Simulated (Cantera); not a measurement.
Input (Python, Cantera) and output of one run.

```python
import numpy as np
import cantera as ct

gas_names = """
    AL ALH ALO ALOH ALO2 ALO2H AL2 AL2O AL2O2 H HALO HO2 H2 H2O H2O2 O OH O2 O3 Si SiH SiH2 SiH3 SiH4
    SiO SiO2 Si2 Si3
""".split()
cond_names = """
    AL(cr) AL(L) AL2O3(a) AL2O3(L) AL2SiO5(an) AL6Si2O13(s) H2O(s) H2O(L) Si(cr) Si(L) SiO2(Lqz)
    SiO2(hqz) SiO2(L)
""".split()


# ... load() reads the species with a 1 bar reference pressure and builds the phases ...
atoms = {
    'SiO2': {'Si': 1, 'O': 2},
    'Al2O3': {'AL': 2, 'O': 3},
    'H2O': {'H': 2, 'O': 1},
}
top_T = {'AL2SiO5(an)': 2000, 'AL6Si2O13(s)': 2100}  # K; cautious upper limits of use, not melting points


# ... equilibrate(T, P, feed) seeds the gas with the atoms and calls Mixture.equilibrate('TP', solver="vcs", rtol=1e-11, max_steps=5000) ...
results = []
feed = {'SiO2': 1, 'Al2O3': 0.28, 'H2O': 4.4}  # mol
P = 7400  # Pa
for T in [1273, 1373, 1473, 1573, 1673, 1773, 1873]:
    mix = equilibrate(T, P, feed)
    results.append((T, P, feed, dict(zip(mix.species_names, mix.species_moles))))
    x = sorted(zip(gas.X, gas.species_names), reverse=True)
    print(f"T = {T:g} K  P = {P:g} Pa  gas = {mix.phase_moles(0):.4g} mol")
    print("   x: " + "  ".join(f"{s} {v:.3e}" for v, s in x if v > 1e-05))
    print("   condensed (mol): " + ("  ".join(f"{mix.phase(i).name} {mix.phase_moles(i):.4g}"
          for i in range(1, mix.n_phases) if mix.phase_moles(i) > 1e-12) or "none"))
```

Result:

```
T = 1273 K  P = 7400 Pa  gas = 4.4 mol
   x: H2O 9.999e-01  H2 4.323e-05  O2 2.047e-05
   condensed (mol): AL6Si2O13(s) 0.09333  SiO2(hqz) 0.8133
T = 1373 K  P = 7400 Pa  gas = 4.4 mol
   x: H2O 9.998e-01  H2 1.365e-04  O2 6.361e-05  OH 1.870e-05
   condensed (mol): AL6Si2O13(s) 0.09333  SiO2(hqz) 0.8133
T = 1473 K  P = 7400 Pa  gas = 4.401 mol
   x: H2O 9.994e-01  H2 3.698e-04  O2 1.693e-04  OH 6.290e-05
   condensed (mol): AL6Si2O13(s) 0.09333  SiO2(hqz) 0.8133
T = 1573 K  P = 7400 Pa  gas = 4.402 mol
   x: H2O 9.985e-01  H2 8.841e-04  O2 3.974e-04  OH 1.812e-04
   condensed (mol): AL6Si2O13(s) 0.09333  SiO2(hqz) 0.8133
T = 1673 K  P = 7400 Pa  gas = 4.405 mol
   x: H2O 9.968e-01  H2 1.907e-03  O2 8.411e-04  OH 4.598e-04  H 1.828e-05
   condensed (mol): AL6Si2O13(s) 0.09333  SiO2(hqz) 0.8133
T = 1773 K  P = 7400 Pa  gas = 4.41 mol
   x: H2O 9.935e-01  H2 3.771e-03  O2 1.633e-03  OH 1.049e-03  H 6.422e-05  O 1.395e-05
   condensed (mol): AL6Si2O13(s) 0.09333  SiO2(L) 0.8133
T = 1873 K  P = 7400 Pa  gas = 4.418 mol
   x: H2O 9.877e-01  H2 6.930e-03  O2 2.945e-03  OH 2.185e-03  H 1.975e-04  O 4.715e-05
   condensed (mol): AL6Si2O13(s) 0.09333  SiO2(L) 0.8133
```

Equilibrium computed with Cantera from the NASA thermochemical tables; the gas is ideal and each condensed phase is pure. Mutual solubility and eutectic melting of coexisting phases are not modelled. The tables hold silica as quartz up to 1696 K and as liquid above; real silica turns to tridymite and cristobalite and melts near 1996 K. Condensed phases not in the tables: alloys, solid solutions and most ternary compounds. Gases not in the tables: Si(OH)4.
